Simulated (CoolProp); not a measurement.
Model: reference Helmholtz-energy equation of state, Lemmon 2003, in CoolProp. It is a pseudo-pure fit of the blend.

**Question.** For R410A, give the phase and the cp (kJ/(kg K)), conductivity (mW/(m K)) at 31.55 °C and 4.9 MPa; 31.55 °C and 6.37 MPa; 31.55 °C and 7.35 MPa.

**Answer.** 
- 31.55 °C and 4.9 MPa: liquid; cp 1.67, conductivity 87.9
- 31.55 °C and 6.37 MPa: liquid; cp 1.63, conductivity 89.7
- 31.55 °C and 7.35 MPa: liquid; cp 1.60, conductivity 90.9

Thermal conductivity comes from a separate model (Geller 2001).
